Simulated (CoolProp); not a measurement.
Vapour-liquid equilibrium of R22 (1) + R142b (2) at 214.7 K; x and y are mole fractions of (1).

The numbers come from the multi-fluid Helmholtz-energy mixture model, Kamei 1995 and Lemmon 2006; pair parameters Bell 2016 in CoolProp.

Question: Give the bubble pressure and the first vapour's composition at x = 0.2, 0.35, 0.8. Is there an azeotrope?

Answer: x = 0.2: 0.1409 bar, y = 0.546; x = 0.35: 0.1861 bar, y = 0.719; x = 0.8: 0.3375 bar, y = 0.956. No azeotrope shows between x = 0.05 and 0.95.

Pair parameters are fitted to limited data, so mixtures are less certain than the pure fluids.
